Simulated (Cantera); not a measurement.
**Equilibrium for silicon nitride deposition: trisilylamine + N₂**

Feed: 1 mol trisilylamine, 1.5 mol N₂, equilibrated at 15.0 Pa.

These are equilibrium values from Cantera (NASA tables, ideal gas, pure condensed phases), not measurements of a reactor. Candidate condensed phases: Si, Si₃N₄; 18 gas species. The feed counts by its element totals alone. Mutual solubility and eutectic melting of coexisting phases are not modelled. The tables' values for SiN are old estimates; treat these amounts as uncertain. Gases not in the tables: Si₂H₆ and higher silanes. The numbers say what is thermodynamically allowed, not how fast it happens.

```
T (K)   x H₂      x N₂      x Si       x H     x Si₂     x SiH     x Si₃     x SiN  n Si₃N₄(s)  n Si(s)  n Si(l)
-----  -----  --------  --------  --------  --------  --------  --------  --------  ----------  -------  -------
923     1.00   2.57e-9    <1e-12   2.00e-8    <1e-12    <1e-12    <1e-12    <1e-12        1.00        0        0
1023   1.000   2.99e-7  3.97e-12   3.38e-7    <1e-12  2.75e-12    <1e-12    <1e-12       1.000        0        0
1123   1.000   1.48e-5  4.29e-10   3.48e-6    <1e-12  1.33e-10    <1e-12    <1e-12       1.000        0        0
1223   1.000  0.000383   2.15e-8   2.45e-5  2.39e-12   3.41e-9    <1e-12  2.81e-11       0.999  0.00258        0
1323   0.994   0.00602   5.91e-7  0.000129  1.80e-10   5.30e-8  2.14e-11   1.70e-9       0.986   0.0409        0
1423   0.936    0.0638   1.02e-5  0.000525   7.29e-9   5.41e-7   1.12e-9   5.72e-8       0.847    0.460        0
1523   0.691     0.307  0.000120   0.00157   1.81e-7   3.58e-6   3.43e-8   9.52e-7           0     3.00        0
1623   0.688     0.307   0.00104   0.00468   2.99e-6   2.13e-5   6.81e-7   5.60e-6           0     2.99        0
1723   0.677     0.304   0.00656    0.0123   3.11e-5   9.50e-5   7.72e-6   2.49e-5           0        0     2.95
1823   0.647     0.294    0.0295    0.0285  0.000191  0.000310   4.48e-5   8.10e-5           0        0     2.79
1923   0.563     0.263     0.113    0.0577  0.000966  0.000851  0.000215  0.000224           0        0     2.11
2023   0.403     0.201     0.293    0.0984   0.00248   0.00146  0.000406  0.000396           0        0        0
```
x: gas mole fraction; n: condensed amount in mol.

From 923 K to 1123 K the condensed part is Si₃N₄(s). From 1223 K to 1423 K the condensed part is Si(s) + Si₃N₄(s). From 1523 K to 1623 K the condensed part is Si(s). From 1723 K to 1923 K the condensed part is Si(l). At 2023 K nothing is condensed.
